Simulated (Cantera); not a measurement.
A closed system holds: 1 mol SiH4, a varied amount of N2, 30 mol H2, at 0.0100 bar.

Cantera equilibrium calculation (NASA polynomials, part measured and part estimated; ideal gas, pure solids and liquids). Candidate condensed phases: Si, Si3N4; 18 gas species. N2 is the only nitrogen source here; it is nearly inert below about 1500 K, so the nitride shown seldom forms there in practice. Mutual solubility and eutectic melting of coexisting phases are not modelled. Rates play no part.

Q: What condenses at these points (T in K, n(N2) in mol): (1550, 0.75); (1500, 0.99); (1350, 0.42); (1200, 0.42); (1350, 0.58); (1550, 0.34)?

A: 
```json
[
 {"T (K)": "1550", "n(N2) in mol": "0.75", "condensed phases": "Si + Si3N4", "Si condensed (%)": "100.0"},
 {"T (K)": "1500", "n(N2) in mol": "0.99", "condensed phases": "Si3N4", "Si condensed (%)": "100.0"},
 {"T (K)": "1350", "n(N2) in mol": "0.42", "condensed phases": "Si + Si3N4", "Si condensed (%)": "100.0"},
 {"T (K)": "1200", "n(N2) in mol": "0.42", "condensed phases": "Si + Si3N4", "Si condensed (%)": "100.0"},
 {"T (K)": "1350", "n(N2) in mol": "0.58", "condensed phases": "Si + Si3N4", "Si condensed (%)": "100.0"},
 {"T (K)": "1550", "n(N2) in mol": "0.34", "condensed phases": "Si", "Si condensed (%)": "100.0"}
]
```
